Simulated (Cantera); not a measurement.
# Equilibrium for carbon deposition, reforming and gasification: toluene + CO₂

Charge: 1 mol toluene, 0.088 mol CO₂, equilibrated at 748 K.

These are equilibrium values from Cantera (NASA tables, ideal gas, pure condensed phases), not measurements of a reactor. Candidate condensed phases: C, C₆H₆, C₇H₈, C₈H₁₈, H₂O; 110 gas species. The ideal-gas law is rough above about 30 bar. Equilibrium is a limit: real reactors are often held back by kinetics, nucleation or transport.

```json
[
 {"P (Pa)": "10", "x H₂": "0.958", "x CH₄": "0.000304", "x H₂O": "0.000384", "x CO": "0.0416", "x CO₂": "0.000104", "x C₂H₆": "<1e-12", "x C₃H₈": "<1e-12", "x C₂H₄": "1.08e-11", "n C(graphite)": "6.91"},
 {"P (Pa)": "72", "x H₂": "0.956", "x CH₄": "0.00218", "x H₂O": "0.00256", "x CO": "0.0385", "x CO₂": "0.000641", "x C₂H₆": "4.72e-11", "x C₃H₈": "<1e-12", "x C₂H₄": "7.74e-11", "n C(graphite)": "6.92"},
 {"P (Pa)": "520", "x H₂": "0.943", "x CH₄": "0.0153", "x H₂O": "0.0125", "x CO": "0.0265", "x CO₂": "0.00219", "x C₂H₆": "2.37e-9", "x C₃H₈": "<1e-12", "x C₂H₄": "5.44e-10", "n C(graphite)": "6.91"},
 {"P (Pa)": "3700", "x H₂": "0.864", "x CH₄": "0.0914", "x H₂O": "0.0322", "x CO": "0.0104", "x CO₂": "0.00242", "x C₂H₆": "9.19e-8", "x C₃H₈": "<1e-12", "x C₂H₄": "3.24e-9", "n C(graphite)": "6.70"},
 {"P (Pa)": "27000", "x H₂": "0.610", "x CH₄": "0.333", "x H₂O": "0.0517", "x CO": "0.00326", "x CO₂": "0.00172", "x C₂H₆": "1.73e-6", "x C₃H₈": "5.37e-11", "x C₂H₄": "1.18e-8", "n C(graphite)": "6.07"},
 {"P (Pa)": "190000", "x H₂": "0.313", "x CH₄": "0.617", "x H₂O": "0.0668", "x CO": "0.00116", "x CO₂": "0.00155", "x C₂H₆": "1.16e-5", "x C₃H₈": "1.30e-9", "x C₂H₄": "2.19e-8", "n C(graphite)": "5.55"},
 {"P (Pa)": "1400000", "x H₂": "0.131", "x CH₄": "0.792", "x H₂O": "0.0753", "x CO": "0.000427", "x CO₂": "0.00153", "x C₂H₆": "4.56e-5", "x C₃H₈": "1.57e-8", "x C₂H₄": "2.81e-8", "n C(graphite)": "5.31"},
 {"P (Pa)": "10000000", "x H₂": "0.0512", "x CH₄": "0.868", "x H₂O": "0.0789", "x CO": "0.000160", "x CO₂": "0.00153", "x C₂H₆": "0.000140", "x C₃H₈": "1.35e-7", "x C₂H₄": "3.08e-8", "n C(graphite)": "5.22"}
]
```
x: gas mole fraction; n: condensed amount in mol.

From 10.0 Pa to 1.00e7 Pa the condensed part is C(graphite). The main C-bearing gas is CO at 10.0 Pa and CH₄ at 1.00e7 Pa. The share of C in condensed phases is highest at 72.0 Pa (97.6 %) and lowest at 1.00e7 Pa (73.7 %).
